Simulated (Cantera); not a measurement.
A freely propagating, adiabatic, planar premixed flame of H2 : O2 : N2 = 1 : 0.667 : 2.8 (molar parts), unburnt at 450 K and 1.01 bar; multicomponent transport, grid criteria slope 0.08 and curve 0.16, no radiation.

Computed with Cantera and the H2/O2 subset of GRI-Mech 3.0, which has no nitrogen chemistry. Burning velocities carry a grid error of a few per cent, more on coarse grids.

### Question
Predict: laminar burning velocity; thermal thickness; peak x(H2O2); peak x(HO2); peak x(OH).

### Answer
```
Property                    Result
------------------------  --------
laminar burning velocity  264 cm/s
thermal thickness         0.393 mm
peak x(H2O2)               4.99e-5
peak x(HO2)               0.000370
peak x(OH)                  0.0113
```
